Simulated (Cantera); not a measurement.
## Hydrocarbon pyrolysis for carbon deposition

An isothermal, constant-pressure homogeneous reactor starts with CH4 : H2 = 1 : 0.79 (molar parts), at 1950 K and 0.160 bar.

Detailed kinetics in Cantera: GRI-Mech 3.0 (53 species, 325 reactions). GRI-Mech 3.0 stops at C3 and has no aromatics, soot or wall deposition, so with more carbon than oxygen in the feed, carbon stays in small species such as C2H2 where larger ones or solid carbon would form.

| t (s) | x CH4 | x H2 | x C2H | x CH3 | x H | x C2H6 |
|---|---|---|---|---|---|---|
| 5.00e-5 | 0.551 | 0.443 | 8.75e-11 | 0.00514 | 0.000229 | 8.01e-5 |
| 0.000251 | 0.460 | 0.494 | 3.21e-7 | 0.0169 | 0.00103 | 0.00106 |
| 0.00126 | 0.175 | 0.694 | 4.29e-6 | 0.00799 | 0.00165 | 0.000222 |
| 0.00631 | 0.0399 | 0.790 | 7.11e-6 | 0.00216 | 0.00217 | 1.44e-5 |
| 0.0316 | 0.00659 | 0.814 | 8.62e-6 | 0.000406 | 0.00253 | 4.69e-7 |
| 0.159 | 0.00143 | 0.817 | 8.92e-6 | 9.07e-5 | 0.00261 | 2.80e-8 |
| 0.795 | 0.00103 | 0.818 | 8.94e-6 | 6.55e-5 | 0.00261 | 1.71e-8 |
| 3.99 | 0.00103 | 0.818 | 8.94e-6 | 6.54e-5 | 0.00261 | 1.71e-8 |
| 20.0 | 0.00103 | 0.818 | 8.94e-6 | 6.54e-5 | 0.00261 | 1.71e-8 |
x: mole fraction; the columns are a selection and need not sum to one.

Equilibrium at this temperature and pressure: CH4 0.00103, H2 0.818, C2H 8.94e-6, CH3 6.55e-5, H 0.00261, C2H6 1.71e-8 (gas phase only).
